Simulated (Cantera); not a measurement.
Mixture: H2 : O2 : N2 = 1 : 0.357 : 1.34 (molar parts), at 1000000 Pa, adiabatic and at constant pressure. Ignition delay is the time to a rise of 400 K.

Computed with Cantera and GRI-Mech 3.0 (53 species, 325 reactions). The hydrogen kinetics of GRI-Mech 3.0 are dated; newer H2 mechanisms differ, most at raised pressure.

Problem. At T0 = 1573 K, what is the delay, and which 8 reactions control it most (d ln τ / d ln k, from doubling and halving each rate constant)?

Solution. The delay is 1.15 µs.
| reaction | d ln τ / d ln k | faster rate |
|---|---|---|
| H + O2 <=> O + OH | -0.75 | shortens it |
| H2 + O <=> H + OH | -0.13 | shortens it |
| H2 + OH <=> H + H2O | -0.09 | shortens it |
| H + HO2 <=> H2 + O2 | -0.06 | shortens it |
| H + O2 + M <=> HO2 + M | 0.05 | lengthens it |
| H + O2 + N2 <=> HO2 + N2 | 0.04 | lengthens it |
| H + HO2 <=> 2 OH | -0.03 | shortens it |
| H + O2 + H2O <=> HO2 + H2O | -0.02 | shortens it |
